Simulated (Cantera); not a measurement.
## Catalytic combustion on Pt

An isothermal plug-flow reactor at 948 K and 210 Torr (inlet), inlet velocity 2.4 m/s, active area per volume 1500 1/m; feed 0.352 % CH4, 3.65 % O2, 96.0 % N2, equivalence ratio 0.19.

Detailed kinetics in Cantera: Deutschmann's 1995 Pt surface mechanism with GRI-Mech 3.0 gas chemistry. Catalytic surfaces can have several steady states; this one follows from the mechanism file's or the stated starting coverage. Mass transfer to the wall is taken as infinitely fast.

```
z (m)      x CH4    x O2     x H2O     x CO2     x CO  θ free Pt   θ O*
-------  -------  ------  --------  --------  -------  ---------  -----
3.1e-05  0.00352  0.0364   1.73e-5   8.01e-6  6.39e-7      0.260  0.740
6e-05    0.00351  0.0364   3.34e-5   1.57e-5  1.03e-6      0.260  0.740
0.00012  0.00349  0.0364   6.67e-5   3.19e-5  1.47e-6      0.260  0.740
0.00022  0.00346  0.0363  0.000122   5.92e-5  1.71e-6      0.260  0.740
0.00043  0.00341  0.0362  0.000236  0.000116  1.76e-6      0.260  0.740
0.00084  0.00330  0.0360  0.000455  0.000226  1.71e-6      0.260  0.739
0.0016   0.00310  0.0356  0.000843  0.000420  1.61e-6      0.261  0.739
0.0031   0.00275  0.0349   0.00155  0.000772  1.43e-6      0.262  0.738
```
x: gas mole fraction; θ: surface coverage.
